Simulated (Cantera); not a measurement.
Feed: 1 mol SiCl4, 0.93 mol HCl, 1.1 mol H2, at 525 K and 101000 Pa.

These are equilibrium values from Cantera (NASA tables, ideal gas, pure condensed phases), not measurements of a reactor. Candidate condensed phases: Si; 19 gas species. Equilibrium is a limit: real reactors are often held back by kinetics, nucleation or transport.

Base state: H2 0.363, SiCl4 0.330, HCl 0.307 (mole fractions); condensed: gas only.

Question: What changes in the equilibrium state with this change: temperature from 525 K to 1350 K?

Answer: 
```tsv
species	before	after
HCl	0.307	0.340
H2	0.363	0.333
SiCl4	0.330	0.294
SiCl3	<1e-9	0.0135
SiHCl3	1.41e-6	0.0164
SiCl2	<1e-9	0.00312
SiH2Cl2	<1e-9	0.000134
```
The tables' values for SiCl3 are old estimates; treat these amounts as uncertain.
